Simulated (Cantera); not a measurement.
What does this Cantera script print?

```python
import numpy as np
import cantera as ct

gas_names = """
    H H2 N NH NH2 NH3 N2 N2H2 N2H4 Si SiH SiH2 SiH3 SiH4 SiN Si2 Si2N Si3
""".split()
cond_names = """
    Si(cr) Si(L) Si3N4(a)
""".split()


# ... load() reads the species with a 1 bar reference pressure and builds the phases ...
atoms = {
    'trisilylamine': {'Si': 3, 'N': 1, 'H': 9},
    'NH3': {'N': 1, 'H': 3},
}
top_T = {'Si3N4(a)': 2400}  # K; cautious upper limits of use, not melting points


# ... equilibrate(T, P, feed) seeds the gas with the atoms and calls Mixture.equilibrate('TP', solver="vcs", rtol=1e-11, max_steps=5000) ...
results = []
feed = {'trisilylamine': 1, 'NH3': 18}  # mol
T = 1925  # K
P = 37  # Pa
mix = equilibrate(T, P, feed)
results.append((T, P, feed, dict(zip(mix.species_names, mix.species_moles))))
print(gas.report(threshold=1e-05))
for i in range(1, mix.n_phases):
    print(f"{mix.phase(i).name:16s} {mix.phase_moles(i):12.5e} mol")
```

Result:

```
       temperature   1925 K
          pressure   37 Pa
           density   2.0508e-05 kg/m^3
  mean mol. weight   8.8714 kg/kmol
   phase of matter   gas

                          1 kg             1 kmol
                     ---------------   ---------------
          enthalpy        9.0762e+06        8.0518e+07  J
   internal energy         7.272e+06        6.4513e+07  J
           entropy             30834        2.7354e+05  J/K
    Gibbs function       -5.0278e+07       -4.4604e+08  J
 heat capacity c_p            3748.5             33254  J/K
 heat capacity c_v            2811.2             24939  J/K

                      mass frac. Y      mole frac. X     chem. pot. / RT
                     ---------------   ---------------   ---------------
                 H          0.004706          0.041417           -13.813
                H2           0.15781           0.69445           -27.626
                N2           0.68092           0.21563           -36.249
                Si           0.14888          0.047028            -5.666
               SiH         0.0020129        0.00061379           -19.479
              SiH2        0.00016056         4.732e-05           -33.292
               SiN        0.00062501        0.00013173            -23.79
               Si2         0.0025568        0.00040382           -11.332
              Si2N         0.0014705        0.00018589           -29.456
               Si3        0.00085393        8.9912e-05           -16.998
     [   +8 minor]        3.0242e-08        1.4219e-08

Si(L)             8.30918e-01 mol
Si3N4(a)          0.00000e+00 mol
```

Method: chemical equilibrium by Gibbs-energy minimisation in Cantera with the NASA 1993 tables (ideal gas, pure condensed phases). The feed counts by its element totals alone. The tables' values for SiN are old estimates; treat these amounts as uncertain. Gases not in the tables: Si2H6 and higher silanes.
